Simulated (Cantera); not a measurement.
A Cantera script and what it prints.

```python
import numpy as np
import cantera as ct

gas_names = """
    CL CL2 H HCL H2 N NH NH2 NH3 N2 N2H2 N2H4 Si SiCL SiCL2 SiCL3 SiCL4 SiH SiHCL3 SiH2 SiH2CL2 SiH3
    SiH3CL SiH4 SiN Si2 Si2N Si3
""".split()
cond_names = """
    NH4CL(a) NH4CL(b) Si(cr) Si(L) Si3N4(a)
""".split()


def load(file, names, dense=False):
    # The tables refer to 1 bar. Condensed volumes are neglected.
    table = {s.name: s for s in ct.Species.list_from_file(file)}
    out = []
    for n in names:
        d = dict(table[n].input_data)
        d["thermo"] = dict(d["thermo"], **{"reference-pressure": 1e5})
        if dense:
            d["equation-of-state"] = {"model": "constant-volume", "density": "1e6 g/cm^3"}
        out.append(ct.Species.from_dict(d))
    return out


gas = ct.Solution(thermo="ideal-gas", species=load("nasa_gas.yaml", gas_names))
cond = {s.name: ct.Solution(thermo="fixed-stoichiometry", species=[s], name=s.name)
        for s in load("nasa_condensed.yaml", cond_names, dense=True)}
atoms = {
    'Si2Cl6': {'Si': 2, 'CL': 6},
    'NH3': {'N': 1, 'H': 3},
    'N2': {'N': 2},
}
top_T = {'Si3N4(a)': 2400}  # K; cautious upper limits of use, not melting points


def equilibrate(T, P, feed):
    n = {}
    for name, mol in feed.items():
        for a, k in atoms[name].items():
            n[a] = n.get(a, 0.0) + k * mol
    gas.TPX = T, P, n
    mass = sum(n.values()) * gas.mean_molecular_weight
    gas.equilibrate("TP")
    valid = [c for c in cond.values() if c.min_temp <= T <= top_T.get(c.name, c.max_temp)]
    mix = ct.Mixture([(gas, mass / gas.mean_molecular_weight)] + [(c, 0.0) for c in valid])
    mix.T, mix.P = T, P
    mix.equilibrate("TP", solver="vcs", rtol=1e-11, max_steps=5000)
    return mix


results = []
T = 1175  # K
P = 1800  # Pa
for m in [1.1, 1.3, 1.5, 1.8, 2.1, 2.5, 2.9, 3.5, 4.1, 4.8]:
    feed = {'Si2Cl6': 1, 'NH3': m, 'N2': 1.4}  # mol
    mix = equilibrate(T, P, feed)
    results.append((T, P, feed, dict(zip(mix.species_names, mix.species_moles))))

top = {s: max(r[3][s] / sum(r[3][g] for g in gas_names) for r in results) for s in gas_names}
cols = sorted((s for s in top if top[s] > 0.0001), key=lambda s: -top[s])[:8]
seen = [c for c in cond_names if any(r[3].get(c, 0) > 1e-12 for r in results)]
print("log10 of partial pressures in bar; condensed amounts in mol")
print(f"{'n(NH3)':>10s}" + "".join(f"{s[:9]:>10s}" for s in cols + seen))
for T, P, feed, n in results:
    ng = sum(n[g] for g in gas_names)
    print(f"{feed['NH3']:10.4g}" + "".join(f"{np.log10(max(n[s] / ng * P / 1e5, 1e-99)):10.3f}" for s in cols)
          + "".join(f"{n.get(c, 0):10.4g}" for c in seen))
```

Result:

```
log10 of partial pressures in bar; condensed amounts in mol
    n(NH3)       HCL        H2        N2     SiCL4     SiCL3    SiHCL3     SiCL2  Si3N4(a)
       1.1    -2.129    -2.643    -2.331    -2.452    -4.202    -4.593    -4.962    0.3343
       1.3    -2.113    -2.573    -2.348    -2.517    -4.248    -4.605    -4.989    0.3557
       1.5    -2.103    -2.517    -2.361    -2.580    -4.293    -4.621    -5.016    0.3755
       1.8    -2.095    -2.450    -2.378    -2.669    -4.357    -4.652    -5.055     0.403
       2.1    -2.092    -2.398    -2.390    -2.754    -4.418    -4.687    -5.093     0.428
       2.5    -2.093    -2.343    -2.402    -2.862    -4.498    -4.739    -5.144    0.4581
       2.9    -2.099    -2.300    -2.410    -2.967    -4.575    -4.795    -5.193    0.4849
       3.5    -2.112    -2.248    -2.417    -3.118    -4.688    -4.881    -5.267    0.5195
       4.1    -2.129    -2.207    -2.420    -3.266    -4.798    -4.971    -5.339    0.5482
       4.8    -2.152    -2.169    -2.421    -3.433    -4.923    -5.078    -5.423    0.5752
```

Cantera equilibrium calculation (NASA polynomials, part measured and part estimated; ideal gas, pure solids and liquids). The feed counts by its element totals alone. The tables' values for SiCl3 are old estimates; treat these amounts as uncertain.
